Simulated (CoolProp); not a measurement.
Vapour-liquid equilibrium of R134a (1) + dimethyl ether (2) at 337.3 K; x and y are mole fractions of (1).

Computed with CoolProp (multi-fluid Helmholtz-energy mixture model, Tillner-Roth 1994 and Wu 2011; pair parameters Bell 2016).

```tsv
x	bubble pressure (MPa)	y at the bubble point	dew pressure at overall composition x (MPa)	liquid density (mol/L)
0.05	1.582	0.047	1.582	12.70
0.2	1.573	0.201	1.573	12.32
0.35	1.587	0.366	1.585	11.93
0.5	1.624	0.530	1.615	11.52
0.65	1.678	0.686	1.664	11.11
0.8	1.747	0.829	1.731	10.68
0.95	1.825	0.959	1.819	10.25
```

y crosses x between x = 0.05 and 0.2: the model has an azeotrope there.

The pair parameters rest on a limited set of measurements; away from them the model extrapolates.
